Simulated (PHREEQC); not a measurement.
Model water analysis in mg/L, 25 °C, pH 6.14, pe -1.1: Na 0.0604; K 1.44e-05; Ca 0.377; Mg 0.0309; Cl 0.299; S(6) as SO4 0.381; Alkalinity as HCO3 0.496; Fe(2) 0.00624; Si as SiO2 0.00325.

Valence states are taken as typed.

Computed with PHREEQC (ion-association model, phreeqc.dat).

No solid was allowed to form.

Q: Estimate the charge-balance error.

A: charge-balance error -0.6 %.

Q: In which forms is C present?

A: CO2 62 %, HCO3- 38 % of the C.
